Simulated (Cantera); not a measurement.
# Ignition delay

Mixture: 7.67 % CH3OH, 13.3 % O2, 79.0 % N2, at 2930 Torr, adiabatic and at constant pressure. Ignition delay is the time to a rise of 400 K.

Computed with Cantera and GRI-Mech 3.0 (53 species, 325 reactions). GRI-Mech 3.0 was tuned for natural gas; its chemistry of methanol as a main component is partial and can be far from experiment.

| T0 (K) | delay (ms) |
|---|---|
| 1275 | 1.11 |
| 1350 | 0.412 |
| 1425 | 0.176 |
| 1500 | 0.0847 |
| 1575 | 0.0452 |
| 1650 | 0.0262 |

| Item | Value |
|---|---|
| apparent activation energy between 1500 and 1650 K | 160 kJ/mol |
